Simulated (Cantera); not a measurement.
Charge: 1 mol Cr, 4.2 mol N₂, 180 mol H₂, held at 5.40 bar.

These are equilibrium values from Cantera (NASA tables, ideal gas, pure condensed phases), not measurements of a reactor. Candidate condensed phases: Cr, CrN, Cr₂N; 11 gas species. Mutual solubility and eutectic melting of coexisting phases are not modelled. Equilibrium is a limit: real reactors are often held back by kinetics, nucleation or transport.

x: gas mole fraction; n: condensed amount in mol.

```json
[
 {"T (K)": "1125", "x H₂": "0.980", "x N₂": "0.0200", "x NH₃": "0.000206", "x H": "1.89e-8", "x Cr": "<1e-12", "x NH₂": "(withheld)", "n CrN(s)": "1.00", "n Cr₂N(s)": "0", "n Cr(s)": "0"},
 {"T (K)": "1175", "x H₂": "0.980", "x N₂": "0.0201", "x NH₃": "0.000160", "x H": "5.22e-8", "x Cr": "3.62e-12", "x NH₂": "(withheld)", "n CrN(s)": "1.00", "n Cr₂N(s)": "0", "n Cr(s)": "0"},
 {"T (K)": "1225", "x H₂": "0.978", "x N₂": "0.0214", "x NH₃": "0.000130", "x H": "1.33e-7", "x Cr": "2.78e-11", "x NH₂": "(withheld)", "n CrN(s)": "0", "n Cr₂N(s)": "0.500", "n Cr(s)": "0"},
 {"T (K)": "1275", "x H₂": "0.978", "x N₂": "0.0214", "x NH₃": "0.000105", "x H": "3.14e-7", "x Cr": "1.56e-10", "x NH₂": "(withheld)", "n CrN(s)": "0", "n Cr₂N(s)": "0.500", "n Cr(s)": "0"},
 {"T (K)": "1325", "x H₂": "0.978", "x N₂": "0.0214", "x NH₃": "8.60e-5", "x H": "6.96e-7", "x Cr": "7.63e-10", "x NH₂": "(withheld)", "n CrN(s)": "0", "n Cr₂N(s)": "0.500", "n Cr(s)": "0"},
 {"T (K)": "1375", "x H₂": "0.978", "x N₂": "0.0214", "x NH₃": "7.15e-5", "x H": "1.46e-6", "x Cr": "3.32e-9", "x NH₂": "(withheld)", "n CrN(s)": "0", "n Cr₂N(s)": "0.500", "n Cr(s)": "0"},
 {"T (K)": "1425", "x H₂": "0.978", "x N₂": "0.0214", "x NH₃": "6.01e-5", "x H": "2.90e-6", "x Cr": "1.30e-8", "x NH₂": "(withheld)", "n CrN(s)": "0", "n Cr₂N(s)": "0.500", "n Cr(s)": "0"},
 {"T (K)": "1475", "x H₂": "0.978", "x N₂": "0.0214", "x NH₃": "5.12e-5", "x H": "5.52e-6", "x Cr": "4.62e-8", "x NH₂": "(withheld)", "n CrN(s)": "0", "n Cr₂N(s)": "0.500", "n Cr(s)": "0"},
 {"T (K)": "1525", "x H₂": "0.978", "x N₂": "0.0215", "x NH₃": "4.40e-5", "x H": "1.01e-5", "x Cr": "1.51e-7", "x NH₂": "(withheld)", "n CrN(s)": "0", "n Cr₂N(s)": "0.500", "n Cr(s)": "0"},
 {"T (K)": "1575", "x H₂": "0.978", "x N₂": "0.0222", "x NH₃": "3.89e-5", "x H": "1.77e-5", "x Cr": "4.52e-7", "x NH₂": "(withheld)", "n CrN(s)": "0", "n Cr₂N(s)": "0.204", "n Cr(s)": "0.592"},
 {"T (K)": "1625", "x H₂": "0.977", "x N₂": "0.0228", "x NH₃": "3.44e-5", "x H": "3.00e-5", "x Cr": "1.11e-6", "x NH₂": "(withheld)", "n CrN(s)": "0", "n Cr₂N(s)": "0", "n Cr(s)": "1.000"},
 {"T (K)": "1675", "x H₂": "0.977", "x N₂": "0.0228", "x NH₃": "3.04e-5", "x H": "4.94e-5", "x Cr": "2.58e-6", "x NH₂": "(withheld)", "n CrN(s)": "0", "n Cr₂N(s)": "0", "n Cr(s)": "1.000"},
 {"T (K)": "1725", "x H₂": "0.977", "x N₂": "0.0228", "x NH₃": "2.71e-5", "x H": "7.90e-5", "x Cr": "5.71e-6", "x NH₂": "(withheld)", "n CrN(s)": "0", "n Cr₂N(s)": "0", "n Cr(s)": "0.999"}
]
```

Fill in the missing entries.


- 1125, x NH₂: 6.89e-12
- 1175, x NH₂: 1.59e-11
- 1225, x NH₂: 3.54e-11
- 1275, x NH₂: 7.20e-11
- 1325, x NH₂: 1.39e-10
- 1375, x NH₂: 2.54e-10
- 1425, x NH₂: 4.47e-10
- 1475, x NH₂: 7.56e-10
- 1525, x NH₂: 1.24e-9
- 1575, x NH₂: 1.99e-9
- 1625, x NH₂: 3.10e-9
- 1675, x NH₂: 4.66e-9
- 1725, x NH₂: 6.82e-9
